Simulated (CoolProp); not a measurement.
Vapour-liquid equilibrium of R113 (1) + n-heptane (2) at 0.107 MPa; x and y are mole fractions of (1).

Computed with CoolProp (multi-fluid Helmholtz-energy mixture model, Marx 1992 and Span 2003; pair parameters Bell 2016).

```
x      bubble temperature (°C)  y at the bubble point  dew temperature at overall composition x (°C)  liquid density (mol/L)
-----  -----------------------  ---------------------  ---------------------------------------------  ----------------------
0.05                      94.1                  0.200                                           98.8                   6.222
0.125                     86.2                    [?]                                           96.5                   6.379
0.2                       79.7                  0.562                                           94.1                   6.526
0.275                     74.4                    [?]                                           91.5                   6.667
0.35                      70.0                  0.736                                           88.8                   6.804
0.425                     66.4                  0.791                                           85.8                   6.938
0.5                       63.2                  0.834                                           82.6                   7.071
0.575                     60.5                  0.868                                           79.1                   7.205
0.65                      58.2                  0.897                                           75.1                   7.340
0.725                     56.0                  0.922                                           70.7                   7.478
0.8                       54.0                  0.944                                           65.7                   7.621
0.875                     52.2                    [?]                                           60.0                   7.768
0.95                      50.4                  0.986                                           53.6                   7.921
```

### Question
Some entries are withheld; supply them.

### Answer

- 0.125, y at the bubble point: 0.416
- 0.275, y at the bubble point: 0.663
- 0.875, y at the bubble point: 0.966

No azeotrope shows between x = 0.05 and 0.95.

Pair parameters are fitted to limited data, so mixtures are less certain than the pure fluids.
